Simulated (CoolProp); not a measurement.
Vapour-liquid equilibrium of R22 (1) + dimethyl ether (2) at 0.252 MPa; x and y are mole fractions of (1).

Computed with CoolProp (multi-fluid Helmholtz-energy mixture model, Kamei 1995 and Wu 2011; pair parameters Bell 2016).

```json
[
 {"x": "0.05", "bubble temperature (°C)": "-1.3", "y at the bubble point": "0.040", "dew temperature at overall composition x (°C)": "-1.2", "liquid density (mol/L)": "15.27"},
 {"x": "0.125", "bubble temperature (°C)": "-0.8", "y at the bubble point": "0.109", "dew temperature at overall composition x (°C)": "-0.8", "liquid density (mol/L)": "15.30"},
 {"x": "0.2", "bubble temperature (°C)": "-0.6", "y at the bubble point": "0.190", "dew temperature at overall composition x (°C)": "-0.5", "liquid density (mol/L)": "15.32"},
 {"x": "0.275", "bubble temperature (°C)": "-0.5", "y at the bubble point": "0.283", "dew temperature at overall composition x (°C)": "-0.5", "liquid density (mol/L)": "15.35"},
 {"x": "0.35", "bubble temperature (°C)": "-0.8", "y at the bubble point": "0.388", "dew temperature at overall composition x (°C)": "-0.7", "liquid density (mol/L)": "15.38"},
 {"x": "0.425", "bubble temperature (°C)": "-1.6", "y at the bubble point": "0.500", "dew temperature at overall composition x (°C)": "-1.0", "liquid density (mol/L)": "15.41"},
 {"x": "0.5", "bubble temperature (°C)": "-2.9", "y at the bubble point": "0.612", "dew temperature at overall composition x (°C)": "-1.6", "liquid density (mol/L)": "15.45"},
 {"x": "0.575", "bubble temperature (°C)": "-4.8", "y at the bubble point": "0.719", "dew temperature at overall composition x (°C)": "-2.4", "liquid density (mol/L)": "15.50"},
 {"x": "0.65", "bubble temperature (°C)": "-7.1", "y at the bubble point": "0.811", "dew temperature at overall composition x (°C)": "-3.5", "liquid density (mol/L)": "15.54"},
 {"x": "0.725", "bubble temperature (°C)": "-9.9", "y at the bubble point": "0.884", "dew temperature at overall composition x (°C)": "-4.9", "liquid density (mol/L)": "15.59"},
 {"x": "0.8", "bubble temperature (°C)": "-12.7", "y at the bubble point": "0.937", "dew temperature at overall composition x (°C)": "-6.8", "liquid density (mol/L)": "15.62"},
 {"x": "0.875", "bubble temperature (°C)": "-15.5", "y at the bubble point": "0.972", "dew temperature at overall composition x (°C)": "-9.4", "liquid density (mol/L)": "15.62"},
 {"x": "0.95", "bubble temperature (°C)": "-17.9", "y at the bubble point": "0.992", "dew temperature at overall composition x (°C)": "-13.6", "liquid density (mol/L)": "15.59"}
]
```

y crosses x between x = 0.2 and 0.275: the model has an azeotrope there.

Pair parameters are fitted to limited data, so mixtures are less certain than the pure fluids.
